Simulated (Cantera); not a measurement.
An isothermal, constant-pressure homogeneous reactor starts with H2 : O2 : N2 = 0.00066 : 1 : 3.5 (molar parts), equivalence ratio 0.00033, at 1425 K and 860 Pa.

Computed with Cantera and GRI-Mech 3.0 (53 species, 325 reactions). Radical loss at walls, strong at low pressure, is not modelled.

x: mole fraction; the columns are a selection and need not sum to one.

```csv
t (s),x H2,x O2,x OH,x H,x NO,x H2O2
2.00e-5,0.000147,0.222,1.05e-12,1.28e-11,<1e-12,<1e-12
5.53e-5,0.000147,0.222,7.32e-12,3.09e-11,<1e-12,<1e-12
0.000153,0.000147,0.222,4.46e-11,6.11e-11,<1e-12,<1e-12
0.000423,0.000147,0.222,2.09e-10,8.47e-11,<1e-12,<1e-12
0.00117,0.000147,0.222,7.31e-10,9.17e-11,<1e-12,<1e-12
0.00323,0.000147,0.222,2.27e-9,1.04e-10,<1e-12,<1e-12
0.00894,0.000147,0.222,___,1.42e-10,<1e-12,<1e-12
0.0247,0.000147,0.222,2.77e-8,2.96e-10,<1e-12,<1e-12
0.0684,0.000146,0.222,2.04e-7,1.56e-9,<1e-12,2.41e-12
0.189,0.000127,0.222,1.12e-5,8.58e-8,1.41e-11,5.48e-12
0.523,___,0.222,2.26e-5,___,___,1.47e-11
1.45,3.88e-8,0.222,2.10e-5,2.73e-7,5.94e-9,1.27e-11
4.00,3.76e-8,0.222,2.06e-5,2.60e-7,2.17e-8,1.23e-11
```

Problem. Complete the blanks.

Solution. 
- 0.00894, x OH: 7.19e-9
- 0.523, x H2: 3.26e-7
- 0.523, x H: 2.97e-7
- 0.523, x NO: 1.15e-9
